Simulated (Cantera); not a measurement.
An isothermal plug-flow reactor at 850 K and 1430 Torr (inlet), inlet velocity 3.3 m/s, active area per volume 500 1/m; feed CH₄ : O₂ : N₂ : H₂O = 0.025 : 0.013 : 0.79 : 0.017 (molar parts), equivalence ratio 3.8.

Detailed kinetics in Cantera: Deutschmann's 1995 Pt surface mechanism with GRI-Mech 3.0 gas chemistry. Catalytic surfaces can have several steady states; this one follows from the mechanism file's or the stated starting coverage. Mass transfer to the wall is taken as infinitely fast.

x: gas mole fraction; θ: surface coverage.

| z (m) | x CH₄ | x O₂ | x H₂O | x CO₂ | x CO | θ free Pt | θ O* | θ OH* | θ CO* | θ C* |
|---|---|---|---|---|---|---|---|---|---|---|
| 5.9e-05 | 0.0292 | 0.0147 | 0.0209 | 0.000259 | 0.000139 | 0.749 | 0.0336 | ___ | 0.213 | 0.000853 |
| 0.00011 | 0.0289 | 0.0141 | 0.0215 | 0.000437 | 0.000244 | 0.698 | 0.0212 | ___ | 0.276 | 0.00114 |
| 0.00019 | 0.0285 | 0.0135 | 0.0222 | 0.000658 | 0.000390 | 0.641 | 0.0131 | ___ | 0.342 | 0.00149 |
| 0.00033 | 0.0280 | 0.0126 | 0.0232 | 0.000937 | 0.000616 | 0.576 | 0.00739 | ___ | 0.413 | 0.00203 |
| 0.00059 | 0.0273 | 0.0114 | 0.0246 | 0.00126 | 0.000989 | 0.503 | 0.00343 | ___ | 0.489 | 0.00313 |
| 0.0011 | 0.0264 | 0.00984 | 0.0264 | 0.00154 | 0.00164 | 0.426 | 0.000980 | ___ | 0.565 | 0.00721 |
| 0.0019 | 0.0254 | 0.00838 | 0.0283 | 0.00162 | 0.00249 | 0.345 | 4.27e-5 | ___ | 0.556 | 0.0986 |
| 0.0033 | 0.0246 | 0.00717 | 0.0299 | 0.00163 | 0.00329 | 0.244 | 4.67e-6 | ___ | 0.361 | 0.394 |
| 0.0059 | 0.0239 | 0.00619 | 0.0312 | 0.00163 | 0.00396 | 0.176 | 1.40e-6 | ___ | 0.222 | 0.601 |

Task: What belongs in the gaps?

Result: 
- 5.9e-05, θ OH*: 0.00353
- 0.00011, θ OH*: 0.00288
- 0.00019, θ OH*: 0.00231
- 0.00033, θ OH*: 0.00175
- 0.00059, θ OH*: 0.00118
- 0.0011, θ OH*: 0.000602
- 0.0019, θ OH*: 8.46e-5
- 0.0033, θ OH*: 1.42e-5
- 0.0059, θ OH*: 4.91e-6
